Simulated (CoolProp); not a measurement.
Propane at several states: density (kg/m³) from the reference equation and from simpler models built on Tc = 96.7 °C, pc = 4.251 MPa, ω = 0.152; each cubic takes its own stable root.

Model: reference Helmholtz-energy equation of state, Lemmon 2009, in CoolProp.

```tsv
T (°C)	p (MPa)	phase	reference
152.15	0.0129	gas	0.1610
-132.45	3.73	liquid	678.6
-102.55	1.41	liquid	647.3
176.55	0.227	gas	2.703
-27.05	0.514	liquid	563.5
196.45	0.603	gas	6.964
```

Q: How far does each simpler model (Redlich-Kwong, Peng-Robinson) lie from the reference over these 6 states: mean and median of the absolute difference, and the worst?

A: 
- Redlich-Kwong: mean 3.3 %, median 3.1 %, worst -7.2 % at -27.05 °C and 0.514 MPa
- Peng-Robinson: mean 3.0 %, median 2.6 %, worst +6.9 % at -27.05 °C and 0.514 MPa
